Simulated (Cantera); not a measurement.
Input: 1 mol CH3OH, 0.51 mol H2, 15 mol N2, 1.4 mol CO2, held at 1350 °C and 1.00 bar.

Equilibrium computed with Cantera from the NASA thermochemical tables; the gas is ideal and each condensed phase is pure. Candidate condensed phases: C, C6H6, C7H8, C8H18, H2O; 136 gas species. Kinetics and transport are ignored.

Base state: N2 0.753, CO 0.0997, H2 0.0765, H2O 0.0495, CO2 0.0208, H 1.92e-5 (mole fractions); condensed: gas only.

**Question.** What changes in the equilibrium state with this change: CO2 from 1.4 to 0.31 mol?

**Answer.** 
| species | before | after |
|---|---|---|
| N2 | 0.753 | 0.797 |
| H2 | 0.0765 | 0.119 |
| CO | 0.0997 | 0.0671 |
| H2O | 0.0495 | 0.0139 |
| CO2 | 0.0208 | 0.00253 |
| H | 1.92e-5 | 2.39e-5 |
